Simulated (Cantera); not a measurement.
Input: 1 mol Fe₃O₄, 0.71 mol C, 0.022 mol CO, at 1423 K and 0.110 bar.

Method: chemical equilibrium by Gibbs-energy minimisation in Cantera with the NASA 1993 tables (ideal gas, pure condensed phases). Candidate condensed phases: C, Fe, Fe(CO)₅, FeO, Fe₂O₃, Fe₃O₄; 15 gas species. The tables' stoichiometric FeO is somewhat more stable than real wüstite, so its field is too wide. FeO: taken at fixed stoichiometry. Kinetics and transport are ignored.

Base state: CO 0.604, CO₂ 0.396 (mole fractions); condensed: FeO(s).

Question: What changes in the equilibrium state with this change: temperature from 1423 K to 2148 K?

Answer: 
| species | before | after |
|---|---|---|
| CO | 0.604 | 0.600 |
| CO₂ | 0.396 | 0.397 |
| Fe | 6.28e-8 | 0.00219 |
| FeO | <1e-9 | 0.000205 |
| O₂ | <1e-9 | 6.94e-5 |
| O | <1e-9 | 4.84e-5 |
| FeO(s), mol | 3.00 | 0 |
| FeO(l), mol | 0 | 3.00 |
